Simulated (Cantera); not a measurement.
Charge: 1 mol SiH4, 5.5 mol NH3, 8.9 mol N2, held at 1648.15 K and 0.00380 bar.

These are equilibrium values from Cantera (NASA tables, ideal gas, pure condensed phases), not measurements of a reactor. Candidate condensed phases: Si, Si3N4; 18 gas species. Rates play no part.

Base state: N2 0.517, H2 0.482, H 0.00100, Si 3.32e-5 (mole fractions); condensed: Si3N4(s).

What changes in the equilibrium state with this change: temperature from 1648.15 K to 1200 K?


```json
[
 {"species": "N2", "before": "0.517", "after": "0.517"},
 {"species": "H2", "before": "0.482", "after": "0.483"},
 {"species": "H", "before": "0.00100", "after": "2.22e-6"},
 {"species": "Si", "before": "3.32e-5", "after": "<1e-9"},
 {"species": "Si3N4(s), mol", "before": "0.333", "after": "0.333"}
]
```
